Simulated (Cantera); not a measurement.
Charge: 1 mol Cr2O3, 1700 mol H2, 0.063 mol H2O, at 1825 K and 0.640 bar.

Equilibrium computed with Cantera from the NASA thermochemical tables; the gas is ideal and each condensed phase is pure. Candidate condensed phases: Cr, Cr2O3, H2O; 13 gas species. Kinetics and transport are ignored.

Base state: H2 0.997, H2O 0.00180, H 0.000550, Cr 0.000205 (mole fractions); condensed: Cr(s).

What changes in the equilibrium state with this change: temperature from 1825 K to 1100 K?


| species | before | after |
|---|---|---|
| H2 | 0.997 | 1.000 |
| H2O | 0.00180 | 3.71e-5 |
| H | 0.000550 | 3.23e-8 |
| Cr | 0.000205 | <1e-9 |
| Cr(s), mol | 1.65 | 0 |
| Cr2O3(s), mol | 0 | 1.00 |
